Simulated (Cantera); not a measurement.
Feed: 1 mol CH3SiH3, 0.013 mol C2H2, 120 mol H2, equilibrated at 1348.15 K.

These are equilibrium values from Cantera (NASA tables, ideal gas, pure condensed phases), not measurements of a reactor. Candidate condensed phases: C, C6H6, C7H8, C8H18, Si, SiC; 87 gas species. The feed counts by its element totals alone. Equilibrium is a limit: real reactors are often held back by kinetics, nucleation or transport.

x: gas mole fraction; n: condensed amount in mol.

| P (Pa) | x H2 | x CH4 | x H | x C2H2 (acetylene) | x SiH4 | x C2H4 | x CH3 | n C(graphite) | n SiC(s) |
|---|---|---|---|---|---|---|---|---|---|
| 100 | 1.000 | 5.83e-6 | 7.33e-5 | 1.21e-6 | 3.14e-12 | 1.86e-9 | 8.48e-9 | 0.0250 | 1.00 |
| 320 | 1.000 | 1.86e-5 | 4.10e-5 | 1.21e-6 | 1.01e-11 | 5.97e-9 | 1.52e-8 | 0.0234 | 1.00 |
| 1000 | 1.000 | (withheld) | (withheld) | 1.21e-6 | (withheld) | (withheld) | (withheld) | (withheld) | 1.00 |
| 3200 | 1.000 | 0.000186 | 1.30e-5 | 1.20e-6 | 1.01e-10 | 5.96e-8 | 4.80e-8 | 0.00275 | 1.00 |
| 10000 | 1.000 | 0.000211 | 7.33e-6 | 1.58e-7 | 8.68e-10 | 2.44e-8 | 3.07e-8 | 0 | 1.00 |
| 32000 | 1.000 | 0.000211 | (withheld) | (withheld) | (withheld) | (withheld) | (withheld) | 0 | 1.000 |
| 100000 | 1.000 | 0.000211 | 2.32e-6 | 1.59e-9 | 8.66e-8 | 2.46e-9 | 9.73e-9 | 0 | 1.000 |

Problem. Some entries are withheld; supply them.

Solution. 
- 1000, x CH4: 5.83e-5
- 1000, x H: 2.32e-5
- 1000, x SiH4: 3.14e-11
- 1000, x C2H4: 1.86e-8
- 1000, x CH3: 2.68e-8
- 1000, n C(graphite): 0.0185
- 32000, x H: 4.10e-6
- 32000, x C2H2 (acetylene): 1.55e-8
- 32000, x SiH4: 8.87e-9
- 32000, x C2H4: 7.66e-9
- 32000, x CH3: 1.72e-8
